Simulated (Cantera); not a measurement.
Feed: 1 mol BF3, 0.53 mol H2O, equilibrated at 825 °C and 16000 Pa.

Cantera equilibrium calculation (NASA polynomials, part measured and part estimated; ideal gas, pure solids and liquids). Candidate condensed phases: B, B2O3, B3O3H3, H2O; 43 gas species. Gases not in the tables: H3BO3. Rates play no part.

Base state: BF3 0.486, HF 0.275, H2O 0.192, B3O3F3 0.0449, BOF 0.000889, (HBO2)3 0.000403, HBO2 0.000163 (mole fractions); condensed: gas only.

**Question.** What changes in the equilibrium state with this change: H2O from 0.53 to 1.3 mol?

**Answer.** 
```json
[
 {"species": "H2O", "before": "0.192", "after": "0.380"},
 {"species": "HF", "before": "0.275", "after": "0.307"},
 {"species": "BF3", "before": "0.486", "after": "0.277"},
 {"species": "B3O3F3", "before": "0.0449", "after": "0.0330"},
 {"species": "(HBO2)3", "before": "0.000403", "after": "0.00165"},
 {"species": "HBO2", "before": "0.000163", "after": "0.000260"},
 {"species": "B2O3(l), mol", "before": "0", "after": "0.0371"}
]
```

**Question.** What changes in the equilibrium state with this change: BF3 replaced by B2H6?

**Answer.** 
```tsv
species	before	after
H2	1.02e-6	0.997
B3O3H3	<1e-9	0.00262
HBO	<1e-9	2.15e-5
BF3	0.486	0
HF	0.275	0
B3O3F3	0.0449	0
H2O	0.192	1.22e-7
BOF	0.000889	0
(HBO2)3	0.000403	<1e-9
B(s), mol	0	1.64
B2O3(l), mol	0	0.167
```
The feed counts by its element totals alone. Mutual solubility and eutectic melting of coexisting phases are not modelled.
